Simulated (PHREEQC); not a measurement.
# Hard or scaling water (model solution)

A solution holds 0.00056 mol Ca(HCO3)2, 0.0016 mol CO2, 0.04 mol KCl and 0.0015 mol NaHCO3 per kg of water, at 25 °C. Closed to the air; pH follows from the charge balance.

Model: Pitzer model, pitzer.dat, run in PHREEQC.

Precipitation was switched off in this run.

### Question
Estimate the pH.

### Answer
pH 6.47.

### Question
In which forms is C present?

### Answer
HCO3- 62 %, CO2 38 % of the C.

Complexes and solids missing from the database can't appear.
